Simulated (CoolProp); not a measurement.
Vapour-liquid equilibrium of CHF3 (R23) (1) + R13 (2) at 1.5 MPa; x and y are mole fractions of (1).

Model: multi-fluid Helmholtz-energy mixture model, Penoncello 2003 and Platzer 1990; pair parameters Bell 2016, in CoolProp. This equation is an older, rougher fit; its heat capacities, sound speeds and derivatives of the liquid may be far off and weren't checked against measurements.

Question: Give the bubble temperature and the first vapour's composition at x = 0.05, 0.15, 0.55. Is there an azeotrope?

Answer: x = 0.05: 260.2 K, y = 0.094; x = 0.15: 256.4 K, y = 0.239; x = 0.55: 251.1 K, y = 0.569. y crosses x between x = 0.55 and 0.65: the model has an azeotrope there.

The pair parameters rest on a limited set of measurements; away from them the model extrapolates.
